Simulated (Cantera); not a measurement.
Feed: 1 mol CH₂F₂, 2.6 mol F₂, held at 775 K and 10000 Pa.

These are equilibrium values from Cantera (NASA tables, ideal gas, pure condensed phases), not measurements of a reactor. Candidate condensed phases: C, C₆H₆, C₇H₈, C₈H₁₈; 95 gas species. Condensed phases not in the tables: fluorocarbon polymer. Gases not in the tables: C₂F₆ and larger saturated fluorocarbons. Rates play no part.

Base state: HF 0.554, CF₄ 0.277, F₂ 0.163, F 0.00713 (mole fractions); condensed: gas only.

Question: What changes in the equilibrium state with this change: CH₂F₂ replaced by CH₃Cl?

Answer: 
| species | before | after |
|---|---|---|
| HF | 0.554 | 0.527 |
| HCl | 0 | 0.262 |
| CF₄ | 0.277 | 0.210 |
| F₂ | 0.163 | <1e-9 |
| F | 0.00713 | <1e-9 |
| CClF₃ | 0 | 0.000434 |
| Cl₂ | 0 | 0.000123 |
| C(graphite), mol | 0 | 0.200 |
